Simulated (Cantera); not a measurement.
Feed: 1 mol CaCO₃, 2.1 mol CO₂, 0.087 mol H₂, at 0.0110 bar.

Equilibrium computed with Cantera from the NASA thermochemical tables; the gas is ideal and each condensed phase is pure. Candidate condensed phases: C, C₆H₆, C₇H₈, C₈H₁₈, Ca, CaCO₃, CaO, Ca(OH)₂, H₂O; 115 gas species. Kinetics and transport are ignored. All values below are at 1825 K.

Base state: CO₂ 0.932, CO 0.0359, H₂O 0.0266, O₂ 0.00433, OH 0.000483, H₂ 0.000262, O 9.64e-5, H 6.79e-5 (mole fractions); condensed: CaO(s).

Problem. What changes in the equilibrium state with this change: pressure from 0.0110 bar to 0.00130 bar?

Solution. 
```json
[
 {"species": "CO₂", "before": "0.932", "after": "0.902"},
 {"species": "CO", "before": "0.0359", "after": "0.0558"},
 {"species": "H₂O", "before": "0.0266", "after": "0.0258"},
 {"species": "O₂", "before": "0.00433", "after": "0.0142"},
 {"species": "O", "before": "9.64e-5", "after": "0.000508"},
 {"species": "H", "before": "6.79e-5", "after": "0.000246"},
 {"species": "CaO(s), mol", "before": "1.000", "after": "1.000"}
]
```
